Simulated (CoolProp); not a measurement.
A single-stage vapour-compression cycle with R22: evaporating at 194.15 K (dew point), condensing at 244.15 K (bubble point), superheat 2 K, subcooling 5 K, compressor efficiency 0.85, no pressure losses. Each further row changes one setting.

Computed with CoolProp (reference Helmholtz-energy equation of state, Kamei 1995).

```csv
case,cooling COP,pressure ratio,discharge temperature (K),refrigerating effect (kJ/kg),volumetric capacity (kJ/m³)
as stated,2.74,15.3,324.8,209,124
evaporating temperature 199.15 K,3.20,10.9,313.5,211,174
condensing temperature 239.15 K,3.11,12.4,313.8,214,128
subcooling 10 K,…,15.3,324.8,214,128
superheat 12 K,…,15.3,337.5,214,…
compressor efficiency 0.75,2.42,15.3,339.2,209,124
```

Task: Complete the blanks.

Result: 
- subcooling 10 K, cooling COP: 2.81
- superheat 12 K, cooling COP: 2.69
- superheat 12 K, volumetric capacity (kJ/m³): 121
